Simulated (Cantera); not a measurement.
A Cantera script and its output.

```python
import numpy as np
import cantera as ct

gas = ct.Solution("gri30.yaml")
gas.TPX = 698, 400000, {'CH4': 1, 'CO': 0.063, 'O2': 1.27, 'N2': 4.77, 'H2O': 0.16}
inlet = ct.Reservoir(gas, clone=True)
gas.equilibrate("HP")  # start burning
reactor = ct.IdealGasConstPressureReactor(gas, energy="on", clone=False)
exhaust = ct.Reservoir(gas, clone=True)
tau = [0.46, 0.16, 0.053, 0.018, 0.0061, 0.0021, 0.0007, 0.00024, 8e-05, 2.7e-05][0]
for a, b in ((inlet, reactor), (reactor, exhaust)):
    ct.MassFlowController(a, b, mdot=lambda t: reactor.mass / tau)
net = ct.ReactorNet([reactor])
show = ['CH4', 'CO', 'O2', 'H', 'N2O']

rows = []
print(f"{'tau/s':>10s}{'T/K':>9s}" + "".join(f"{s:>11s}" for s in show))
for tau in [0.46, 0.16, 0.053, 0.018, 0.0061, 0.0021, 0.0007, 0.00024, 8e-05, 2.7e-05]:
    net.initial_time = 0.0
    net.advance(30 * tau)
    before = gas.X
    net.advance(40 * tau)
    drift = np.max(np.abs(gas.X - before) / (gas.X + 1e-9))
    rows.append([gas.T, *gas[show].X, drift])
    print(f"{tau:10.3e}{gas.T:9.1f}" + "".join(f"{x:11.3e}" for x in gas[show].X))
```

Output:

```
     tau/s      T/K        CH4         CO         O2          H        N2O
 4.600e-01   2102.4  1.065e-04  9.626e-02  1.053e-05  5.249e-04  2.499e-09
 1.600e-01   2102.9  2.739e-04  9.601e-02  2.868e-05  5.412e-04  4.563e-09
 5.300e-02   2104.3  6.800e-04  9.528e-02  8.219e-05  5.624e-04  8.693e-09
 1.800e-02   2106.9  1.432e-03  9.357e-02  2.251e-04  5.963e-04  1.351e-08
 6.100e-03   2109.2  2.556e-03  9.051e-02  5.960e-04  6.509e-04  1.593e-08
 2.100e-03   2106.5  3.981e-03  8.674e-02  1.501e-03  7.274e-04  1.579e-08
 7.000e-04   2088.6  5.948e-03  8.327e-02  3.834e-03  8.153e-04  1.554e-08
 2.400e-04   2025.5  9.881e-03  8.092e-02  1.070e-02  7.967e-04  2.121e-08
 8.000e-05    698.0  1.377e-01  8.674e-03  1.749e-01  7.985e-19 -8.843e-22
 2.700e-05    698.0  1.377e-01  8.674e-03  1.749e-01  7.402e-19  1.069e-21
```

Cantera simulation using GRI-Mech 3.0 (53 species, 325 reactions); the numbers are that mechanism's predictions, not measurements.
